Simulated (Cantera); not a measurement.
A Cantera script and its output.

```python
import numpy as np
import cantera as ct

gas = ct.Solution("gri30.yaml")


def delay(T, t_max=10):
    gas.TPX = T, 500000, {'CO': 1, 'H2': 0.46, 'CH4': 0.26, 'O2': 1.51, 'N2': 7.98}
    reactor = ct.IdealGasReactor(gas, clone=False)
    net = ct.ReactorNet([reactor])
    net.rtol, net.atol = 1e-8, 1e-16
    while net.time < t_max:
        t_old, T_old = net.time, reactor.T
        net.step()
        if reactor.T > T + 400:  # ignition: a rise of 400 K
            return t_old + (T + 400 - T_old) / (reactor.T - T_old) * (net.time - t_old)
    return np.nan


taus = []
for T in [1198, 1273, 1348, 1423, 1498, 1573, 1648, 1723, 1798, 1873]:
    taus.append(delay(T))
    print(f"T0 = {T:6g} K   tau = {taus[-1]:.4e} s")
```

Result:

```
T0 =   1198 K   tau = 1.4838e-04 s
T0 =   1273 K   tau = 7.1161e-05 s
T0 =   1348 K   tau = 3.9521e-05 s
T0 =   1423 K   tau = 2.4325e-05 s
T0 =   1498 K   tau = 1.6226e-05 s
T0 =   1573 K   tau = 1.1528e-05 s
T0 =   1648 K   tau = 8.5880e-06 s
T0 =   1723 K   tau = 6.6236e-06 s
T0 =   1798 K   tau = 5.2432e-06 s
T0 =   1873 K   tau = 4.2394e-06 s
```

Cantera simulation using GRI-Mech 3.0 (53 species, 325 reactions); the numbers are that mechanism's predictions, not measurements. Where the delays flatten at high temperature, the 400 K rule measures the pace of heat release, not the induction time.
